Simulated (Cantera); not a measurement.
A perfectly stirred reactor is fed with H₂ : O₂ : N₂ : H₂O = 1 : 0.685 : 2.74 : 0.093 (molar parts), equivalence ratio 0.73, at 5.00 bar; it is adiabatic with a 325 K inlet, and is followed from long to short residence time, starting on the burning branch (τ in s: 0.1, 0.046, 0.021, 0.0093, 0.0042, 0.0019, 0.00086, 0.00039, 0.00017, 7.9e-05).

Computed with Cantera and the H2/O2 subset of GRI-Mech 3.0, which has no nitrogen chemistry. The hydrogen kinetics of GRI-Mech 3.0 are dated; newer H2 mechanisms differ, most at raised pressure.

Q: What does this change do: H2 1 to 0.68 parts?

A: 
```json
[
 {"quantity": "blow-out, bracketed by the residence times tried", "before": "burning at 79.0 µs, the shortest tried", "after": "burning at 79.0 µs, the shortest tried"},
 {"quantity": "x(H₂) at τ = 0.100 s", "before": "0.000196", "after": "5.36e-5"},
 {"quantity": "x(O₂) at τ = 0.100 s", "before": "0.0457", "after": "0.0894"},
 {"quantity": "x(H₂O) at τ = 0.100 s", "before": "0.271", "after": "0.200"},
 {"quantity": "x(H₂O₂) at τ = 0.100 s", "before": "2.53e-7", "after": "1.93e-7"},
 {"quantity": "x(OH) at τ = 0.100 s", "before": "0.00161", "after": "0.000271"},
 {"quantity": "x(H₂) at τ = 1.90 ms", "before": "0.00114", "after": "0.000816"},
 {"quantity": "x(O₂) at τ = 1.90 ms", "before": "0.0456", "after": "0.0895"},
 {"quantity": "x(H₂O) at τ = 1.90 ms", "before": "0.269", "after": "0.199"},
 {"quantity": "x(H₂O₂) at τ = 1.90 ms", "before": "6.03e-7", "after": "1.19e-6"},
 {"quantity": "x(OH) at τ = 1.90 ms", "before": "0.00320", "after": "0.000859"}
]
```
